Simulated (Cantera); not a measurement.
## Hydrocarbon pyrolysis for carbon deposition

An isothermal, constant-pressure homogeneous reactor starts with 4.76 % C3H8, 95.2 % H2, at 1823 K and 0.000257 atm.

Detailed kinetics in Cantera: GRI-Mech 3.0 (53 species, 325 reactions). GRI-Mech 3.0 was tuned for natural gas; its chemistry of propane as a main component is partial and can be far from experiment. GRI-Mech 3.0 stops at C3 and has no aromatics, soot or wall deposition, so with more carbon than oxygen in the feed, carbon stays in small species such as C2H2 where larger ones or solid carbon would form. Radical loss at walls, strong at low pressure, is not modelled.

```csv
t (s),x C3H8,x H2,x C2H6,x CH2,x CH3,x C2H,x CH4
7.00e-6,0.0475,0.952,6.62e-8,1.56e-12,8.60e-5,<1e-12,1.58e-7
4.72e-5,0.0470,0.952,2.93e-6,4.99e-10,0.000570,<1e-12,7.08e-6
0.000318,0.0434,0.948,0.000112,2.06e-7,0.00362,1.18e-12,0.000304
0.00214,0.0182,0.916,0.00113,3.89e-5,0.0251,1.65e-8,0.0138
0.0144,4.08e-8,0.888,2.10e-5,5.77e-5,0.0148,2.95e-6,0.0520
0.0971,2.08e-9,0.900,1.04e-5,2.55e-5,0.00731,2.77e-6,0.0475
0.654,2.62e-10,0.913,3.14e-6,8.86e-6,0.00293,1.91e-6,0.0339
4.41,1.80e-11,0.925,5.41e-7,4.14e-6,0.00116,2.10e-6,0.0147
29.7,<1e-12,0.930,7.59e-9,1.59e-6,0.000195,4.44e-6,0.00130
200,<1e-12,0.919,1.82e-12,1.51e-7,6.25e-6,1.26e-5,1.47e-5
```
x: mole fraction; the columns are a selection and need not sum to one.

Equilibrium at this temperature and pressure: C3H8 <1e-12, H2 0.912, C2H6 <1e-12, CH2 5.07e-8, CH3 1.56e-6, C2H 1.68e-5, CH4 2.74e-6 (gas phase only).
